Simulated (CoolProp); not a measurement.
R227EA at 460.04 K and 4.11 MPa is throttled through a valve to 1.33 MPa with no heat exchange. Each further row changes one setting.

The numbers come from the reference Helmholtz-energy equation of state, Lemmon 2016 in CoolProp.

| case | temperature change (K) | final density (kg/m³) |
|---|---|---|
| as stated | ___ | ___ |
| outlet pressure 0.399 MPa | ___ | 19.1 |
| outlet pressure 1.73 MPa | ___ | ___ |

**Question.** What belongs in the gaps?

**Answer.** 
- as stated, temperature change (K): -15.6
- as stated, final density (kg/m³): 67.0
- outlet pressure 0.399 MPa, temperature change (K): -20.8
- outlet pressure 1.73 MPa, temperature change (K): -13.3
- outlet pressure 1.73 MPa, final density (kg/m³): 89.1
